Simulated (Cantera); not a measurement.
## NO annealing gas

An isothermal, constant-pressure homogeneous reactor starts with NO : N2 = 1 : 0.63 (molar parts), at 2125 K and 0.395 atm.

Detailed kinetics in Cantera: GRI-Mech 3.0 (53 species, 325 reactions).

```json
[
 {"t (s)": "0.000600", "x NO": "0.613", "x N2O": "0.000137", "x O2": "7.52e-5", "x O": "0.000209", "x NO2": "7.79e-5", "x N2": "0.387"},
 {"t (s)": "0.00193", "x NO": "0.611", "x N2O": "0.000177", "x O2": "0.000757", "x O": "0.000331", "x NO2": "0.000125", "x N2": "0.387"},
 {"t (s)": "0.00624", "x NO": "0.606", "x N2O": "0.000174", "x O2": "0.00338", "x O": "0.000360", "x NO2": "0.000137", "x N2": "0.390"},
 {"t (s)": "0.0201", "x NO": "0.589", "x N2O": "0.000161", "x O2": "0.0120", "x O": "0.000434", "x NO2": "0.000167", "x N2": "0.399"},
 {"t (s)": "0.0648", "x NO": "0.532", "x N2O": "0.000127", "x O2": "0.0403", "x O": "0.000615", "x NO2": "0.000225", "x N2": "0.427"},
 {"t (s)": "0.209", "x NO": "0.368", "x N2O": "5.66e-5", "x O2": "0.122", "x O": "0.000957", "x NO2": "0.000254", "x N2": "0.509"},
 {"t (s)": "0.674", "x NO": "0.113", "x N2O": "5.25e-6", "x O2": "0.249", "x O": "0.00132", "x NO2": "0.000110", "x N2": "0.636"},
 {"t (s)": "2.17", "x NO": "0.0182", "x N2O": "4.61e-7", "x O2": "0.297", "x O": "0.00143", "x NO2": "1.94e-5", "x N2": "0.684"},
 {"t (s)": "7.00", "x NO": "0.0119", "x N2O": "3.91e-7", "x O2": "0.300", "x O": "0.00144", "x NO2": "1.27e-5", "x N2": "0.687"}
]
```
x: mole fraction; the columns are a selection and need not sum to one.

Equilibrium at this temperature and pressure: NO 0.0119, N2O 3.90e-7, O2 0.300, O 0.00144, NO2 1.27e-5, N2 0.687 (gas phase only).
